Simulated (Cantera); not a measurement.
What does this Cantera script print?

```python
import numpy as np
import cantera as ct

gas_names = [...]  # 58 gases of nasa_gas.yaml made of F, H, N, O, Si
cond_names = """
    H2O(s) H2O(L) Si(cr) Si(L) SiO2(Lqz) SiO2(hqz) SiO2(L) Si2N2O(s) Si3N4(a)
""".split()


# ... load() reads the species with a 1 bar reference pressure and builds the phases ...
atoms = {
    'Si3N4': {'Si': 3, 'N': 4},
    'NF3': {'N': 1, 'F': 3},
    'N2': {'N': 2},
    'H2O': {'H': 2, 'O': 1},
}
top_T = {'Si2N2O(s)': 2100, 'Si3N4(a)': 2400}  # K; cautious upper limits of use, not melting points


# ... equilibrate(T, P, feed) seeds the gas with the atoms and calls Mixture.equilibrate('TP', solver="vcs", rtol=1e-11, max_steps=5000) ...
results = []
feed = {'Si3N4': 1, 'NF3': 4.7, 'N2': 3.8, 'H2O': 3.8}  # mol
T = 925  # K
P = 12000  # Pa
mix = equilibrate(T, P, feed)
results.append((T, P, feed, dict(zip(mix.species_names, mix.species_moles))))
print(gas.report(threshold=1e-05))
for i in range(1, mix.n_phases):
    print(f"{mix.phase(i).name:16s} {mix.phase_moles(i):12.5e} mol")
```

Output:

```
       temperature   925 K
          pressure   12000 Pa
           density   0.058349 kg/m^3
  mean mol. weight   37.396 kg/kmol
   phase of matter   gas

                          1 kg             1 kmol
                     ---------------   ---------------
          enthalpy       -8.4641e+06       -3.1653e+08  J
   internal energy       -8.6698e+06       -3.2422e+08  J
           entropy            7403.6        2.7687e+05  J/K
    Gibbs function       -1.5312e+07       -5.7263e+08  J
 heat capacity c_p            1173.7             43894  J/K
 heat capacity c_v            951.41             35579  J/K

                      mass frac. Y      mole frac. X     chem. pot. / RT
                     ---------------   ---------------   ---------------
                HF           0.10702           0.20004           -61.665
               H2O          0.060506            0.1256           -60.264
                N2           0.36249            0.4839           -27.511
                O2           0.02667           0.03117           -31.946
              SiF4           0.44331           0.15928           -252.65
     [  +53 minor]          3.45e-06        4.2016e-06

Si(cr)            0.00000e+00 mol
SiO2(hqz)         3.17290e-01 mol
Si2N2O(s)         0.00000e+00 mol
Si3N4(a)          0.00000e+00 mol
```

These are equilibrium values from Cantera (NASA tables, ideal gas, pure condensed phases), not measurements of a reactor.
